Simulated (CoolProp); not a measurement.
Vapour-liquid equilibrium of ethylene (1) + propane (2) at -68.45 °C; x and y are mole fractions of (1).

The numbers come from the multi-fluid Helmholtz-energy mixture model, Smukala 2000 and Lemmon 2009; pair parameters Bell 2016 in CoolProp.

Problem. Give the bubble pressure and the first vapour's composition at x = 0.35, 0.55, 0.85. Is there an azeotrope?

Solution. x = 0.35: 0.2228 MPa, y = 0.913; x = 0.55: 0.3237 MPa, y = 0.955; x = 0.85: 0.4693 MPa, y = 0.987. No azeotrope shows between x = 0.05 and 0.95.

The pair parameters rest on a limited set of measurements; away from them the model extrapolates. The gap from Raoult's law changes sign with composition, which may be real or a fault of the pair parameters; it wasn't checked against measurements.
